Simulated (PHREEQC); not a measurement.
Solution (25 °C): 1.3 mol/kgw LiBr and 0.056 mol/kgw CaCl2. Closed to the air; pH follows from the charge balance.

The numbers come from PHREEQC with the ion-association model, phreeqc.dat.

Problem. The ionic strength comes out as 1.47 mol/kgw. What activity coefficients do Li+, Br-, Cl-, Ca+2 get?

Solution. Li+ 0.66, Br- 0.52, Cl- 0.59, Ca+2 0.26.

No solid was allowed to form. Ionic strength above about 0.7 mol/kgw puts this run outside the model's range.
